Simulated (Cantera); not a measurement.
A closed system holds: 1 mol CF₄, 1.6 mol HCl, 0.13 mol H₂, 0.45 mol Si, held at 1023.15 K and 3.00 mbar.

These are equilibrium values from Cantera (NASA tables, ideal gas, pure condensed phases), not measurements of a reactor. Candidate condensed phases: C, C₆H₆, C₇H₈, C₈H₁₈, Si, SiC; 143 gas species. Gases not in the tables: C₂F₆ and larger saturated fluorocarbons. The numbers say what is thermodynamically allowed, not how fast it happens.

Base state: HF 0.315, HCl 0.312, SiF₄ 0.152, Cl₂ 0.111, CF₄ 0.105, Cl 0.00331, CClF₃ 0.00252, CCl₂F₂ 7.51e-5 (mole fractions); condensed: C(graphite).

Task: What changes in the equilibrium state with this change: HCl from 1.6 to 0.017 mol?

Result: 
| species | before | after |
|---|---|---|
| CF₄ | 0.105 | 0.399 |
| SiF₄ | 0.152 | 0.371 |
| HF | 0.315 | 0.217 |
| HCl | 0.312 | 0.0119 |
| Cl₂ | 0.111 | 0.000666 |
| CCl₂F₂ | 7.51e-5 | 8.81e-7 |
| Cl | 0.00331 | 0.000257 |
| CClF₃ | 0.00252 | 0.000532 |
| C(graphite), mol | 0.682 | 0.515 |
